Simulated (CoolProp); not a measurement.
Benzene at 324.52 K and 1.77 MPa flows at 0.27 m/s in a round tube of 100 mm bore and 0.25 µm roughness, fully developed (64/Re and Nu = 3.66 if laminar; Colebrook and Gnielinski if turbulent). Each further row changes one setting.

Model: reference Helmholtz-energy equation of state, Thol 2012, in CoolProp.

| case | Reynolds number | Darcy friction factor | pressure drop (Pa/m) | heat-transfer coefficient (W/(m² K)) | mass flow (kg/h) |
|---|---|---|---|---|---|
| as stated | 52100 | … | 6.39 | … | 6460 |
| velocity 0.54 m/s | 104000 | 0.0178 | 22.0 | 771 | 12900 |
| diameter 200 mm | 104000 | 0.0178 | … | … | … |

Question: Fill in the missing entries.

Answer: 
- as stated, Darcy friction factor: 0.0207
- as stated, heat-transfer coefficient (W/(m² K)): 424
- diameter 200 mm, pressure drop (Pa/m): 2.75
- diameter 200 mm, heat-transfer coefficient (W/(m² K)): 385
- diameter 200 mm, mass flow (kg/h): 25900

Viscosity comes from a separate model (Avgeri 2014). Thermal conductivity comes from a separate model (Assael 2012).
